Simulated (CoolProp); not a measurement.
Model: reference Helmholtz-energy equation of state, Thol 2018, in CoolProp.

For hydrogen chloride, give the phase and the Z, cv (kJ/(kg K)), isothermal compressibility (1/MPa), fugacity coefficient at 39.75 °C and 8.67 MPa; 55.25 °C and 8.67 MPa; 101.85 °C and 8.67 MPa.


- 39.75 °C and 8.67 MPa: liquid; Z 0.161, cv 0.906, isothermal compressibility 0.0231, fugacity coefficient 0.533
- 55.25 °C and 8.67 MPa: supercritical; Z 0.382, cv 1.13, isothermal compressibility 0.800, fugacity coefficient 0.642
- 101.85 °C and 8.67 MPa: supercritical; Z 0.732, cv 0.732, isothermal compressibility 0.161, fugacity coefficient 0.772
